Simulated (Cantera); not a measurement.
# Iron carbonyl, mercury and lead vapours: Pb + N2

A closed system holds: 1 mol Pb, 29 mol N2, equilibrated at 11.0 Pa.

Method: chemical equilibrium by Gibbs-energy minimisation in Cantera with the NASA 1993 tables (ideal gas, pure condensed phases). Candidate condensed phases: Pb; 4 gas species. The numbers say what is thermodynamically allowed, not how fast it happens.

From 500 °C to 600 °C the condensed part is Pb(l). From 700 °C to 1200 °C nothing is condensed. The main Pb-bearing gas is Pb throughout.

| T (°C) | log p N2 | log p Pb | log p Pb2 | n Pb(l) |
|---|---|---|---|---|
| 500 | -3.96 | -7.64 | -15.07 | 0.994 |
| 600 | -3.96 | -6.20 | -12.65 | 0.831 |
| 700 | -3.97 | -5.44 | -11.50 | 0 |
| 800 | -3.97 | -5.44 | -11.80 | 0 |
| 900 | -3.97 | -5.44 | -12.05 | 0 |
| 1000 | -3.97 | -5.44 | -12.26 | 0 |
| 1100 | -3.97 | -5.44 | -12.44 | 0 |
| 1200 | -3.97 | -5.44 | -12.60 | 0 |
log p: log10 of the partial pressure in bar; n: condensed amount in mol.
